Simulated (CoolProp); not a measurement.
Vapour-liquid equilibrium of cyclohexane (1) + m-xylene (2) at 448.9 K; x and y are mole fractions of (1).

The numbers come from the multi-fluid Helmholtz-energy mixture model, Zhou 2014 and Zhou 2012; pair parameters Bell 2016 in CoolProp.

```csv
x,"bubble pressure, mixture model (MPa)","bubble pressure, Raoult's law (MPa)","y, mixture model","y, Raoult's law"
0.05,0.2854,0.2798,…,0.160
0.2,0.3955,0.3773,0.471,0.476
0.35,0.4980,0.4748,0.641,0.661
0.5,0.5938,0.5723,0.754,0.784
0.65,…,0.6698,…,0.871
0.8,0.7748,0.7673,…,0.936
0.95,…,0.8648,0.978,0.986
```

Question: What belongs in the gaps?

Answer: 
- 0.05, y, mixture model: 0.166
- 0.65, bubble pressure, mixture model (MPa): 0.6851
- 0.65, y, mixture model: 0.839
- 0.8, y, mixture model: 0.911
- 0.95, bubble pressure, mixture model (MPa): 0.8660

The largest gap from Raoult's law is +4.9 % in bubble pressure, at x = 0.35. No azeotrope shows between x = 0.05 and 0.95.

The pair parameters rest on a limited set of measurements; away from them the model extrapolates.
